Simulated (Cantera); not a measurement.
## Equilibrium for aluminium and copper etching: Cu + F2 + N2

Feed: 1 mol Cu, a varied amount of F2, 0.53 mol N2, held at 650 K and 10.0 mbar.

Method: chemical equilibrium by Gibbs-energy minimisation in Cantera with the NASA 1993 tables (ideal gas, pure condensed phases). Candidate condensed phases: Cu, CuF2; 11 gas species. The numbers say what is thermodynamically allowed, not how fast it happens.

```tsv
n(F2) (mol)	x N2	x F2	x NF3	x F	x NF2	n Cu(s)	n CuF2(s)
0.51	1.00	<1e-12	<1e-12	<1e-12	<1e-12	0.490	0.510
0.71	1.00	<1e-12	<1e-12	<1e-12	<1e-12	0.290	0.710
0.98	1.00	<1e-12	<1e-12	<1e-12	<1e-12	0.0200	0.980
1.4	0.592	0.0789	0.327	0.00138	2.70e-8	0	1.00
1.9	0.298	0.142	0.558	0.00185	3.43e-8	0	1.00
2.6	0.0803	0.248	0.670	0.00245	3.11e-8	0	1.00
3.6	0.00543	0.496	0.495	0.00346	1.62e-8	0	1.00
5	0.000751	0.692	0.303	0.00409	8.42e-9	0	1.00
6.9	0.000205	0.799	0.196	0.00439	5.09e-9	0	1.00
```
x: gas mole fraction; n: condensed amount in mol.

From 0.51 mol F2 to 0.98 mol F2 the condensed part is Cu(s) + CuF2(s). From 1.4 mol F2 to 6.9 mol F2 the condensed part is CuF2(s).
